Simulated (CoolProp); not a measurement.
Saturation properties of carbon dioxide.

Computed with CoolProp (reference Helmholtz-energy equation of state, Span 1996).

```csv
T (K),p (MPa),liquid density (kg/m³),vapour viscosity (µPa s)
229.9,0.8895,1129,11.6
234.3,1.048,1112,11.8
238.7,?,?,12.1
243.1,1.425,1076,12.3
247.5,1.648,1057,?
251.9,1.895,1037,12.8
256.3,?,1017,13.1
260.7,?,?,13.5
```

Some entries are withheld; supply them.


- 238.7, p (MPa): 1.226
- 238.7, liquid density (kg/m³): 1094
- 247.5, vapour viscosity (µPa s): 12.6
- 256.3, p (MPa): 2.168
- 260.7, p (MPa): 2.469
- 260.7, liquid density (kg/m³): 995.4

Viscosity comes from a separate model (Laesecke 2017).
